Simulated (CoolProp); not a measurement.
Values from CoolProp's reference Helmholtz-energy equation of state, Zhou 2014.

**Question.** Give the vapour pressure (kPa), liquid density (kg/m³), vapour density (kg/m³), enthalpy of vaporisation (kJ/kg) of saturated cyclohexane at 118.15, 120.65 °C.

**Answer.** 
```
T (°C)  p (kPa)  liquid density (kg/m³)  vapour density (kg/m³)  enthalpy of vaporisation (kJ/kg)
------  -------  ----------------------  ----------------------  --------------------------------
118.15      276                     680                    7.72                               329
120.65      293                     677                    8.17                               327
```
